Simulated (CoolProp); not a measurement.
Saturated liquid density (kg/m³) of p-xylene: the reference equation beside estimates from Tc = 343.0 °C, pc = 3.532 MPa, ω = 0.324.

The numbers come from the reference Helmholtz-energy equation of state, Zhou 2012 in CoolProp.

```csv
T (°C),reference,van der Waals,Peng-Robinson
140.75,750.6,427.7,739.7
145.85,745.5,424.9,734.6
151.05,740.2,421.9,729.2
156.15,735.0,418.9,723.8
161.25,729.7,415.9,718.3
166.45,724.2,412.8,712.5
171.55,718.7,409.6,706.7
176.65,713.2,406.5,700.7
181.85,707.5,403.2,694.5
186.95,701.8,399.9,688.2
192.05,696.0,396.6,681.7
```

Absolute difference from the reference over all 11 rows, mean and median: van der Waals 43.0 and 43.0 %, Peng-Robinson 1.7 and 1.6 %.
